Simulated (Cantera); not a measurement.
A perfectly stirred reactor is fed with H2 : O2 = 0.017 : 1 (molar parts), at 0.0133 bar; it is held at 1198 K, and followed from long to short residence time.

Model: the H2/O2 subset of GRI-Mech 3.0, which has no nitrogen chemistry, integrated in Cantera. Radical loss at walls, strong at low pressure, is not modelled.

What does this change do: H2 0.017 to 0.025 parts?


| quantity | before | after |
|---|---|---|
| x(H2) at τ = 27.0 s | 1.00e-5 | 1.32e-5 |
| x(O2) at τ = 27.0 s | 0.983 | 0.975 |
| x(O) at τ = 27.0 s | 0.000320 | 0.000343 |
| x(OH) at τ = 27.0 s | 0.000204 | 0.000255 |
| x(H2O) at τ = 27.0 s | 0.0167 | 0.0245 |
| x(H2) at τ = 0.150 s | 0.000203 | 0.000275 |
| x(O2) at τ = 0.150 s | 0.976 | 0.967 |
| x(O) at τ = 0.150 s | 0.00647 | 0.00766 |
| x(OH) at τ = 0.150 s | 0.000996 | 0.00129 |
| x(H2O) at τ = 0.150 s | 0.0159 | 0.0233 |

What does this change do: pressure from 0.0133 bar to 0.0110 bar?


```tsv
quantity	before	after
x(H2) at τ = 27.0 s	1.00e-5	1.10e-5
x(O2) at τ = 27.0 s	0.983	0.983
x(O) at τ = 27.0 s	0.000320	0.000412
x(OH) at τ = 27.0 s	0.000204	0.000231
x(H2O) at τ = 27.0 s	0.0167	0.0167
x(H2) at τ = 0.150 s	0.000203	0.000223
x(O2) at τ = 0.150 s	0.976	0.975
x(O) at τ = 0.150 s	0.00647	0.00752
x(OH) at τ = 0.150 s	0.000996	0.00108
x(H2O) at τ = 0.150 s	0.0159	0.0157
```

What does this change do: O2 1 to 0.37 parts?


```csv
quantity,before,after
x(H2) at τ = 27.0 s,1.00e-5,2.10e-5
x(O2) at τ = 27.0 s,0.983,0.955
x(O) at τ = 27.0 s,0.000320,0.000367
x(OH) at τ = 27.0 s,0.000204,0.000355
x(H2O) at τ = 27.0 s,0.0167,0.0447
x(H2) at τ = 0.150 s,0.000203,0.000469
x(O2) at τ = 0.150 s,0.976,0.945
x(O) at τ = 0.150 s,0.00647,0.00928
x(OH) at τ = 0.150 s,0.000996,0.00187
x(H2O) at τ = 0.150 s,0.0159,0.0426
```
The temperature is held fixed by assumption; the heat of reaction is taken as removed at once.
